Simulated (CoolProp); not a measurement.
Vapour-liquid equilibrium of carbon dioxide (1) + R143a (2) at -51.35 °C; x and y are mole fractions of (1).

Computed with CoolProp (multi-fluid Helmholtz-energy mixture model, Span 1996 and Lemmon and Jacobsen 2000; pair parameters Bell 2016).

```
x      bubble pressure, mixture model (MPa)  bubble pressure, Raoult's law (MPa)  y, mixture model  y, Raoult's law
-----  ------------------------------------  -----------------------------------  ----------------  ---------------
0.05                                 0.1076                               0.1112             0.260            0.290
0.125                                0.1510                               0.1534        (withheld)            0.526
0.2                              (withheld)                               0.1956             0.660            0.660
0.275                                0.2511                               0.2378             0.753            0.747
0.35                                 0.3020                               0.2800        (withheld)            0.807
0.425                                0.3507                               0.3222        (withheld)            0.852
0.5                                  0.3960                               0.3644             0.885            0.886
0.575                                0.4376                               0.4066             0.908            0.913
0.65                                 0.4760                               0.4488             0.927            0.935
0.725                            (withheld)                               0.4910             0.943            0.953
0.8                                  0.5471                               0.5332        (withheld)            0.969
0.875                            (withheld)                               0.5754             0.972            0.982
0.95                                 0.6193                               0.6176        (withheld)            0.993
```

Question: Some entries are withheld; supply them.

Answer: 
- 0.125, y, mixture model: 0.510
- 0.2, bubble pressure, mixture model (MPa): 0.1999
- 0.35, y, mixture model: 0.814
- 0.425, y, mixture model: 0.855
- 0.725, bubble pressure, mixture model (MPa): 0.5121
- 0.8, y, mixture model: 0.958
- 0.875, bubble pressure, mixture model (MPa): 0.5823
- 0.95, y, mixture model: 0.988

The largest gap from Raoult's law is +8.8 % in bubble pressure, at x = 0.425. No azeotrope shows between x = 0.05 and 0.95.

Pair parameters are fitted to limited data, so mixtures are less certain than the pure fluids. The gap from Raoult's law changes sign with composition, which may be real or a fault of the pair parameters; it wasn't checked against measurements.
